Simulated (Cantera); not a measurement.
A perfectly stirred reactor is fed with CH4 : O2 : N2 = 0.028 : 0.0071 : 1 (molar parts), equivalence ratio 7.9, at 10.0 bar; it is held at 1000 K, and followed from long to short residence time.

Model: GRI-Mech 3.0 (53 species, 325 reactions), integrated in Cantera. GRI-Mech 3.0 stops at C3 and has no aromatics, soot or wall deposition, so with more carbon than oxygen in the feed, carbon stays in small species such as C2H2 where larger ones or solid carbon would form.

### Question
Predict: x(CH4) at τ = 25.0 s; x(O2) at τ = 25.0 s; x(CO2) at τ = 25.0 s; x(N2O) at τ = 25.0 s; x(CH4) at τ = 0.380 s; x(O2) at τ = 0.380 s.

### Answer
| Property | Value |
|---|---|
| x(CH4) at τ = 25.0 s | 0.0219 |
| x(O2) at τ = 25.0 s | 0.00103 |
| x(CO2) at τ = 25.0 s | 0.00123 |
| x(N2O) at τ = 25.0 s | 6.71e-9 |
| x(CH4) at τ = 0.380 s | 0.0270 |
| x(O2) at τ = 0.380 s | 0.00686 |
